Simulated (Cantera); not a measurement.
An isothermal, constant-pressure homogeneous reactor starts with CO : O2 : H2O : N2 = 0.025 : 0.0051 : 0.0026 : 1 (molar parts), equivalence ratio 2.5, at 1225 K and 0.130 bar.

Model: GRI-Mech 3.0 (53 species, 325 reactions), integrated in Cantera.

One state of this run: x CO = 0.0133; x O2 = 2.04e-11; x H2O = 0.00139; x OH = 1.92e-8; x NO2 = <1e-12. x: mole fraction; the columns are a selection and need not sum to one.

Question: Which value of t (s) does it belong to?
(A) 0.454
(B) 0.000132
(C) 60.0
(D) 0.00343

Answer: C, 60.0
